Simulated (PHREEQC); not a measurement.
## Alkaline etch or developer: an equilibrium model

A solution holds 0.029 mol/kgw NH3, 0.00024 mol/kgw H4SiO4 and 0.24 mol/kgw K3PO4, at 25 °C. Closed to the air; pH follows from the charge balance.

Equilibrium calculation in PHREEQC: ion-association model, phreeqc.dat.

No solid was allowed to form.

Problem. What pH, density, ionic strength does the model give?

Solution. pH 12.10; density 1.044 g/cm³; ionic strength 1.39 mol/kgw.

Problem. In which forms is Si present?

Solution. H3SiO4- 77 %, H2SiO4-2 23 % of the Si.

Ionic strength above about 0.7 mol/kgw puts this run outside the model's range.
